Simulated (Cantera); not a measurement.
Cantera run:

```python
import numpy as np
import cantera as ct

gas_names = """
    Mg MgN MgO Mg2 N NO NO2 NO3 N2 N2O O O2 O3 Si SiN SiO SiO2 Si2 Si2N Si3
""".split()
cond_names = """
    Mg(cr) Mg(L) MgO(s) MgO(L) MgSiO3(I) MgSiO3(II) MgSiO3(III) MgSiO3(L) Mg2SiO4(s) Mg2SiO4(L) Si(cr)
    Si(L) SiO2(Lqz) SiO2(hqz) SiO2(L) Si2N2O(s) Si3N4(a)
""".split()


# ... load() reads the species with a 1 bar reference pressure and builds the phases ...
atoms = {
    'SiO2': {'Si': 1, 'O': 2},
    'MgO': {'Mg': 1, 'O': 1},
    'N2': {'N': 2},
}
top_T = {'Si2N2O(s)': 2100, 'Si3N4(a)': 2400}  # K; cautious upper limits of use, not melting points


# ... equilibrate(T, P, feed) seeds the gas with the atoms and calls Mixture.equilibrate('TP', solver="vcs", rtol=1e-11, max_steps=5000) ...
results = []
feed = {'SiO2': 1, 'MgO': 0.1, 'N2': 3}  # mol
T = 1725  # K
P = 1000  # Pa
mix = equilibrate(T, P, feed)
results.append((T, P, feed, dict(zip(mix.species_names, mix.species_moles))))
print(gas.report(threshold=0.0001))
for i in range(1, mix.n_phases):
    print(f"{mix.phase(i).name:16s} {mix.phase_moles(i):12.5e} mol")
```

Result:

```
       temperature   1725 K
          pressure   1000 Pa
           density   0.0019532 kg/m^3
  mean mol. weight   28.014 kg/kmol
   phase of matter   gas

                          1 kg             1 kmol
                     ---------------   ---------------
          enthalpy        1.6515e+06        4.6267e+07  J
   internal energy        1.1396e+06        3.1924e+07  J
           entropy             10175        2.8505e+05  J/K
    Gibbs function       -1.5901e+07       -4.4545e+08  J
 heat capacity c_p              1264             35411  J/K
 heat capacity c_v            967.25             27097  J/K

                      mass frac. Y      mole frac. X     chem. pot. / RT
                     ---------------   ---------------   ---------------
                N2           0.99997           0.99998           -31.058
     [  +19 minor]        2.9207e-05        2.2189e-05

Mg(L)             0.00000e+00 mol
MgO(s)            0.00000e+00 mol
MgSiO3(III)       9.99988e-02 mol
Mg2SiO4(s)        0.00000e+00 mol
Si(L)             0.00000e+00 mol
SiO2(L)           8.99967e-01 mol
Si2N2O(s)         0.00000e+00 mol
Si3N4(a)          0.00000e+00 mol
```

Cantera equilibrium calculation (NASA polynomials, part measured and part estimated; ideal gas, pure solids and liquids). Mutual solubility and eutectic melting of coexisting phases are not modelled. The tables hold silica as quartz up to 1696 K and as liquid above; real silica turns to tridymite and cristobalite and melts near 1996 K. Condensed phases not in the tables: alloys, solid solutions and most ternary compounds.
